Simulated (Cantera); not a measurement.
Charge: 1 mol Cu2O, 0.64 mol CH4, 0.36 mol N2, equilibrated at 1125 °C and 1950 Torr.

Equilibrium computed with Cantera from the NASA thermochemical tables; the gas is ideal and each condensed phase is pure. Candidate condensed phases: C, C6H6, C7H8, C8H18, Cu, CuO, Cu(OH)2, Cu2O, H2O; 139 gas species. The numbers say what is thermodynamically allowed, not how fast it happens.

Base state: H2 0.436, CO 0.248, N2 0.158, H2O 0.125, CO2 0.0329, NH3 2.56e-5, CH4 1.84e-5 (mole fractions); condensed: Cu(l).

Task: What changes in the equilibrium state with this change: temperature from 1125 °C to 1977 °C?

Result: 
```json
[
 {"species": "H2", "before": "0.436", "after": "0.412"},
 {"species": "CO", "before": "0.248", "after": "0.260"},
 {"species": "N2", "before": "0.158", "after": "0.156"},
 {"species": "CO2", "before": "0.0329", "after": "0.0162"},
 {"species": "H2O", "before": "0.125", "after": "0.139"},
 {"species": "Cu", "before": "4.99e-7", "after": "0.0130"},
 {"species": "Cu2", "before": "<1e-9", "after": "0.000113"},
 {"species": "OH", "before": "1.10e-8", "after": "0.000150"},
 {"species": "CH4", "before": "1.84e-5", "after": "1.02e-8"},
 {"species": "H", "before": "1.94e-6", "after": "0.00296"},
 {"species": "Cu(l), mol", "before": "2.00", "after": "1.97"}
]
```
